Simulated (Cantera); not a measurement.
An isothermal, constant-pressure homogeneous reactor starts with N₂O : H₂ : N₂ = 1 : 0.0086 : 6.3 (molar parts), at 1450 K and 750 Torr. Integrator tolerance rtol = 1e-08.

Detailed kinetics in Cantera: GRI-Mech 3.0 (53 species, 325 reactions). GRI-Mech 3.0 was tuned for natural gas; its chemistry of N2O as a main component is partial and can be far from experiment. The temperature is held fixed by assumption; the heat of reaction is taken as removed at once.

### Question
What does this change do: H2 0.0086 to 0.0011 parts?

### Answer
```json
[
 {"quantity": "x(N₂O) at 200 s", "before": "1.62e-7 (gas-phase equilibrium 3.88e-8)", "after": "1.76e-7 (gas-phase equilibrium 3.89e-8)"},
 {"quantity": "x(H₂) at 200 s", "before": "4.54e-9 (gas-phase equilibrium 4.17e-9)", "after": "5.79e-10 (gas-phase equilibrium 5.30e-10)"},
 {"quantity": "x(N₂) at 200 s", "before": "0.925 (gas-phase equilibrium 0.935)", "after": "0.925 (gas-phase equilibrium 0.936)"},
 {"quantity": "x(O₂) at 200 s", "before": "0.0535 (gas-phase equilibrium 0.0632)", "after": "0.0535 (gas-phase equilibrium 0.0637)"},
 {"quantity": "x(OH) at 200 s", "before": "3.73e-6 (gas-phase equilibrium 3.89e-6)", "after": "1.33e-6 (gas-phase equilibrium 1.39e-6)"},
 {"quantity": "x(H) at 200 s", "before": "6.42e-10 (gas-phase equilibrium 6.15e-10)", "after": "2.29e-10 (gas-phase equilibrium 2.19e-10)"},
 {"quantity": "x(H₂O) at 200 s", "before": "0.00110 (gas-phase equilibrium 0.00110)", "after": "0.000140 (gas-phase equilibrium 0.000140)"}
]
```

### Question
What does this change do: temperature 1450 to 1398 K?

### Answer
```tsv
quantity	before	after
x(N₂O) at 200 s	1.62e-7 (gas-phase equilibrium 3.88e-8)	1.24e-7 (gas-phase equilibrium 2.98e-8)
x(H₂) at 200 s	4.54e-9 (gas-phase equilibrium 4.17e-9)	2.08e-9 (gas-phase equilibrium 1.93e-9)
x(N₂) at 200 s	0.925 (gas-phase equilibrium 0.935)	0.926 (gas-phase equilibrium 0.935)
x(O₂) at 200 s	0.0535 (gas-phase equilibrium 0.0632)	0.0545 (gas-phase equilibrium 0.0633)
x(OH) at 200 s	3.73e-6 (gas-phase equilibrium 3.89e-6)	2.27e-6 (gas-phase equilibrium 2.35e-6)
x(H) at 200 s	6.42e-10 (gas-phase equilibrium 6.15e-10)	2.17e-10 (gas-phase equilibrium 2.09e-10)
x(H₂O) at 200 s	0.00110 (gas-phase equilibrium 0.00110)	0.00110 (gas-phase equilibrium 0.00110)
```
The mechanism lacks the step 2 NO + O2 → 2 NO2, which can matter for NO2 below about 1400 K.
